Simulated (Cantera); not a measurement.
An adiabatic, constant-volume homogeneous reactor starts with CO : H2 : O2 : N2 = 1 : 0.38 : 0.363 : 1.37 (molar parts), at 1425 K and 1200 Torr. Integrator tolerance rtol = 1e-08.

Detailed kinetics in Cantera: GRI-Mech 3.0 (53 species, 325 reactions).

### Question
What does this change do: H2 0.38 to 0.17 parts?

### Answer
```json
[
 {"quantity": "time of steepest temperature rise", "before": "15.7 µs", "after": "19.8 µs"},
 {"quantity": "temperature at 0.100 s", "before": "2978 K", "after": "2978 K"},
 {"quantity": "equilibrium temperature", "before": "2978 K", "after": "2978 K"},
 {"quantity": "x(CO) at 0.100 s", "before": "0.234 (gas-phase equilibrium 0.234)", "after": "0.216 (gas-phase equilibrium 0.216)"},
 {"quantity": "x(H2) at 0.100 s", "before": "0.0253 (gas-phase equilibrium 0.0253)", "after": "0.00821 (gas-phase equilibrium 0.00821)"},
 {"quantity": "x(O2) at 0.100 s", "before": "0.00783 (gas-phase equilibrium 0.00783)", "after": "0.0174 (gas-phase equilibrium 0.0174)"},
 {"quantity": "x(NO2) at 0.100 s", "before": "1.39e-6 (gas-phase equilibrium 1.39e-6)", "after": "3.18e-6 (gas-phase equilibrium 3.18e-6)"},
 {"quantity": "x(NO) at 0.100 s", "before": "0.00702 (gas-phase equilibrium 0.00702)", "after": "0.0108 (gas-phase equilibrium 0.0108)"},
 {"quantity": "x(OH) at 0.100 s", "before": "0.0163 (gas-phase equilibrium 0.0163)", "after": "0.0138 (gas-phase equilibrium 0.0138)"},
 {"quantity": "x(N2O) at 0.100 s", "before": "5.40e-7 (gas-phase equilibrium 5.40e-7)", "after": "8.60e-7 (gas-phase equilibrium 8.60e-7)"}
]
```

### Question
What does this change do: N2 1.37 to 2.6 parts?

### Answer
```json
[
 {"quantity": "time of steepest temperature rise", "before": "15.7 µs", "after": "22.3 µs"},
 {"quantity": "temperature at 0.100 s", "before": "2978 K", "after": "2757 K"},
 {"quantity": "equilibrium temperature", "before": "2978 K", "after": "2757 K"},
 {"quantity": "x(CO) at 0.100 s", "before": "0.234 (gas-phase equilibrium 0.234)", "after": "0.154 (gas-phase equilibrium 0.154)"},
 {"quantity": "x(H2) at 0.100 s", "before": "0.0253 (gas-phase equilibrium 0.0253)", "after": "0.0171 (gas-phase equilibrium 0.0171)"},
 {"quantity": "x(O2) at 0.100 s", "before": "0.00783 (gas-phase equilibrium 0.00783)", "after": "0.00209 (gas-phase equilibrium 0.00209)"},
 {"quantity": "x(NO2) at 0.100 s", "before": "1.39e-6 (gas-phase equilibrium 1.39e-6)", "after": "3.69e-7 (gas-phase equilibrium 3.69e-7)"},
 {"quantity": "x(NO) at 0.100 s", "before": "0.00702 (gas-phase equilibrium 0.00702)", "after": "0.00313 (gas-phase equilibrium 0.00313)"},
 {"quantity": "x(OH) at 0.100 s", "before": "0.0163 (gas-phase equilibrium 0.0163)", "after": "0.00616 (gas-phase equilibrium 0.00616)"},
 {"quantity": "x(N2O) at 0.100 s", "before": "5.40e-7 (gas-phase equilibrium 5.40e-7)", "after": "2.68e-7 (gas-phase equilibrium 2.68e-7)"}
]
```

### Question
What does this change do: pressure from 1200 Torr to 9000 Torr?

### Answer
```
quantity                                                            before                                    after
---------------------------------  ---------------------------------------  ---------------------------------------
time of steepest temperature rise                                  15.7 µs                                  2.57 µs
temperature at 0.100 s                                              2978 K                                   3154 K
equilibrium temperature                                             2978 K                                   3154 K
x(CO) at 0.100 s                       0.234 (gas-phase equilibrium 0.234)      0.229 (gas-phase equilibrium 0.229)
x(H2) at 0.100 s                     0.0253 (gas-phase equilibrium 0.0253)    0.0237 (gas-phase equilibrium 0.0237)
x(O2) at 0.100 s                   0.00783 (gas-phase equilibrium 0.00783)  0.00419 (gas-phase equilibrium 0.00419)
x(NO2) at 0.100 s                  1.39e-6 (gas-phase equilibrium 1.39e-6)  2.29e-6 (gas-phase equilibrium 2.29e-6)
x(NO) at 0.100 s                   0.00702 (gas-phase equilibrium 0.00702)  0.00635 (gas-phase equilibrium 0.00635)
x(OH) at 0.100 s                     0.0163 (gas-phase equilibrium 0.0163)    0.0125 (gas-phase equilibrium 0.0125)
x(N2O) at 0.100 s                  5.40e-7 (gas-phase equilibrium 5.40e-7)  1.39e-6 (gas-phase equilibrium 1.39e-6)
```
The hydrogen kinetics of GRI-Mech 3.0 are dated; newer H2 mechanisms differ, most at raised pressure. The pressure lies above the range GRI-Mech 3.0 was tuned for (to about 10 atm). Above 3000 K some thermodynamic fits are extrapolated.
